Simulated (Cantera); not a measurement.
A perfectly stirred reactor is fed with CO : O₂ : H₂O : N₂ = 0.018 : 0.041 : 0.015 : 1 (molar parts), equivalence ratio 0.22, at 0.960 bar; it is held at 1275 K, and followed from long to short residence time.

Detailed kinetics in Cantera: GRI-Mech 3.0 (53 species, 325 reactions).

x: mole fraction; the columns are a selection and need not sum to one.

```
τ (s)       x CO    x O₂   x H₂O  x H₂O₂       x O     x NO₂      x H
------  --------  ------  ------  ------  --------  --------  -------
0.61    0.000222  0.0301  0.0141     [?]   1.60e-5   8.78e-9  1.24e-6
0.38    0.000305  0.0302  0.0140     [?]   2.20e-5   6.70e-9  1.97e-6
0.24    0.000415  0.0302  0.0140     [?]   2.99e-5   5.02e-9  3.08e-6
0.15    0.000568  0.0303  0.0140     [?]   4.09e-5   3.67e-9  4.86e-6
0.092   0.000785  0.0304  0.0140     [?]   5.66e-5   2.63e-9  7.75e-6
0.057    0.00107  0.0305  0.0140     [?]   7.74e-5   1.91e-9  1.22e-5
0.036    0.00144  0.0307  0.0140     [?]  0.000104   1.44e-9  1.86e-5
0.022    0.00197  0.0309  0.0139     [?]  0.000142   1.10e-9  2.89e-5
0.014    0.00260  0.0312  0.0139     [?]  0.000186  8.88e-10  4.27e-5
0.0086   0.00347  0.0316  0.0139     [?]  0.000247  7.34e-10  6.35e-5
```

### Question
Complete the blanks.

### Answer

- 0.61, x H₂O₂: 4.70e-8
- 0.38, x H₂O₂: 5.98e-8
- 0.24, x H₂O₂: 7.50e-8
- 0.15, x H₂O₂: 9.37e-8
- 0.092, x H₂O₂: 1.17e-7
- 0.057, x H₂O₂: 1.43e-7
- 0.036, x H₂O₂: 1.71e-7
- 0.022, x H₂O₂: 2.03e-7
- 0.014, x H₂O₂: 2.34e-7
- 0.0086, x H₂O₂: 2.67e-7
